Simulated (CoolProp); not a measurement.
Vapour-liquid equilibrium of R22 (1) + R142b (2) at -13.15 °C; x and y are mole fractions of (1).

Model: multi-fluid Helmholtz-energy mixture model, Kamei 1995 and Lemmon 2006; pair parameters Bell 2016, in CoolProp.

Task: Give the bubble pressure and the first vapour's composition at x = 0.2, 0.8, 0.95. Is there an azeotrope?

Result: x = 0.2: 1.282 bar, y = 0.452; x = 0.8: 2.653 bar, y = 0.934; x = 0.95: 3.040 bar, y = 0.986. No azeotrope shows between x = 0.05 and 0.95.

The pair parameters rest on a limited set of measurements; away from them the model extrapolates.
